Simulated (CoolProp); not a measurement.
Saturation properties of CF4 (R14).

Computed with CoolProp (reference Helmholtz-energy equation of state, Platzer 1990). This equation is an older, rougher fit; its heat capacities, sound speeds and derivatives of the liquid may be far off and weren't checked against measurements.

| T (K) | p (MPa) | enthalpy of vaporisation (kJ/kg) | vapour Z |
|---|---|---|---|
| 169.7 | 0.4340 | 119.0 | 0.8963 |
| 172.6 | 0.5002 | 116.8 | 0.8849 |
| 175.4 | 0.5709 | 114.6 | 0.8731 |
| 178.3 | 0.6518 | 112.3 | 0.8601 |
| 181.2 | 0.7408 | 109.8 | 0.8463 |
| 184 | 0.8350 | 107.3 | 0.8321 |
| 186.9 | 0.9416 | 104.6 | 0.8165 |
| 189.8 | 1.058 | 101.7 | 0.8000 |
| 192.7 | 1.184 | 98.67 | 0.7824 |
| 195.5 | 1.317 | 95.57 | 0.7644 |
| 198.4 | 1.465 | 92.15 | 0.7445 |
| 201.3 | 1.626 | 88.50 | 0.7232 |
| 204.1 | 1.793 | 84.71 | 0.7012 |

It boils at 145.1 K under 1 atm.
